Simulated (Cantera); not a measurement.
Input (Python, Cantera):

```python
import numpy as np
import cantera as ct

gas = ct.Solution("gri30.yaml")
gas.TPX = 1523, 110000, {'CO': 0.017, 'O2': 0.045, 'H2O': 0.06, 'N2': 1}
reactor = ct.IdealGasConstPressureReactor(gas, energy="off", clone=False)
net = ct.ReactorNet([reactor])
net.rtol, net.atol = 1e-08, 1e-18
show = ['CO', 'O2', 'H2O', 'NO2', 'OH', 'O', 'CO2']
times = np.geomspace(0.0007, 3, 12)

steps = ct.SolutionArray(gas, extra=["t"])
rows = []
print(f"{'t/s':>10s}{'T/K':>9s}{'P/Pa':>11s}" + "".join(f"{s:>11s}" for s in show))
for t in times:
    while net.time < t:
        t_next = net.step()
        steps.append(gas.state, t=t_next)
    rows.append([np.interp(t, steps.t, y) for y in (steps.T, steps.P, *steps(*show).X.T)])
    print(f"{t:10.3e}{rows[-1][0]:9.1f}{rows[-1][1]:11.4g}" + "".join(f"{x:11.3e}" for x in rows[-1][2:]))
rate = np.gradient(steps.T, steps.t)
print("integrator steps:", len(steps.t))
if steps.T.max() > steps.T[0] + 200:
    print(f"time of steepest temperature rise: {steps.t[rate.argmax()]:.4e} s")
gas.TPX = 1523, 110000, {'CO': 0.017, 'O2': 0.045, 'H2O': 0.06, 'N2': 1}
gas.equilibrate("TP")
print(f"equilibrium (TP): T = {gas.T:.1f} K  " + "  ".join(f"{s} {gas[s].X[0]:.3e}" for s in show))
```

Result:

```
       t/s      T/K       P/Pa         CO         O2        H2O        NO2         OH          O        CO2
 7.000e-04   1523.0    1.1e+05  2.719e-03  3.374e-02  5.202e-02  5.655e-10  1.317e-03  9.759e-04  1.250e-02
 1.497e-03   1523.0    1.1e+05  4.510e-04  3.283e-02  5.336e-02  1.945e-09  6.015e-04  1.955e-04  1.481e-02
 3.202e-03   1523.0    1.1e+05  8.755e-05  3.275e-02  5.370e-02  3.466e-09  2.768e-04  4.037e-05  1.518e-02
 6.849e-03   1523.0    1.1e+05  1.767e-05  3.275e-02  5.380e-02  3.603e-09  1.415e-04  1.041e-05  1.525e-02
 1.465e-02   1523.0    1.1e+05  3.792e-06  3.276e-02  5.384e-02  2.831e-09  8.054e-05  3.354e-06  1.526e-02
 3.133e-02   1523.0    1.1e+05  1.093e-06  3.277e-02  5.386e-02  2.386e-09  5.331e-05  1.468e-06  1.527e-02
 6.702e-02   1523.0    1.1e+05  6.051e-07  3.277e-02  5.386e-02  2.336e-09  4.420e-05  1.010e-06  1.527e-02
 1.433e-01   1523.0    1.1e+05  5.568e-07  3.277e-02  5.386e-02  2.343e-09  4.306e-05  9.588e-07  1.527e-02
 3.066e-01   1523.0    1.1e+05  5.562e-07  3.277e-02  5.386e-02  2.355e-09  4.305e-05  9.581e-07  1.527e-02
 6.558e-01   1523.0    1.1e+05  5.562e-07  3.277e-02  5.386e-02  2.379e-09  4.305e-05  9.581e-07  1.527e-02
 1.403e+00   1523.0    1.1e+05  5.562e-07  3.277e-02  5.386e-02  2.432e-09  4.305e-05  9.581e-07  1.527e-02
 3.000e+00   1523.0    1.1e+05  5.562e-07  3.277e-02  5.386e-02  2.543e-09  4.305e-05  9.581e-07  1.527e-02
integrator steps: 1256
equilibrium (TP): T = 1523.0 K  CO 5.586e-07  O2 3.248e-02  H2O 5.386e-02  NO2 1.185e-06  OH 4.295e-05  O 9.539e-07  CO2 1.527e-02
```

Computed with Cantera and GRI-Mech 3.0 (53 species, 325 reactions).
